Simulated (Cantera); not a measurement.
Source: NASA polynomial tables (part measured, part estimated), evaluated in Cantera. Values are per mole of reaction as written; species without (g) are pure solids or liquids, kept so even where they would boil at 1 bar.

3 N(g) + 2 O₃(g) → 3 NO₂(g)

```json
[
 {"T (K)": "300", "ΔH° (kJ)": "-1599.1", "ΔS° (J/K)": "-217.6", "ΔG° (kJ)": "-1533.8", "log10 K": "267.06"},
 {"T (K)": "1025", "ΔH° (kJ)": "?", "ΔS° (J/K)": "?", "ΔG° (kJ)": "?", "log10 K": "?"},
 {"T (K)": "1225", "ΔH° (kJ)": "?", "ΔS° (J/K)": "?", "ΔG° (kJ)": "?", "log10 K": "?"},
 {"T (K)": "1425", "ΔH° (kJ)": "?", "ΔS° (J/K)": "?", "ΔG° (kJ)": "?", "log10 K": "?"},
 {"T (K)": "1625", "ΔH° (kJ)": "-1622.1", "ΔS° (J/K)": "-252.4", "ΔG° (kJ)": "-1212.0", "log10 K": "38.96"},
 {"T (K)": "1825", "ΔH° (kJ)": "-1625.3", "ΔS° (J/K)": "-254.2", "ΔG° (kJ)": "-1161.4", "log10 K": "33.24"},
 {"T (K)": "2025", "ΔH° (kJ)": "?", "ΔS° (J/K)": "?", "ΔG° (kJ)": "?", "log10 K": "?"},
 {"T (K)": "2225", "ΔH° (kJ)": "-1635.7", "ΔS° (J/K)": "-259.3", "ΔG° (kJ)": "-1058.8", "log10 K": "24.86"}
]
```

Question: What belongs in the gaps?

Answer: 
- 1025, ΔH° (kJ): -1615.3
- 1025, ΔS° (J/K): -247.1
- 1025, ΔG° (kJ): -1362.0
- 1025, log10 K: 69.41
- 1225, ΔH° (kJ): -1617.8
- 1225, ΔS° (J/K): -249.3
- 1225, ΔG° (kJ): -1312.4
- 1225, log10 K: 55.96
- 1425, ΔH° (kJ): -1619.8
- 1425, ΔS° (J/K): -250.8
- 1425, ΔG° (kJ): -1262.4
- 1425, log10 K: 46.27
- 2025, ΔH° (kJ): -1629.8
- 2025, ΔS° (J/K): -256.5
- 2025, ΔG° (kJ): -1110.3
- 2025, log10 K: 28.64
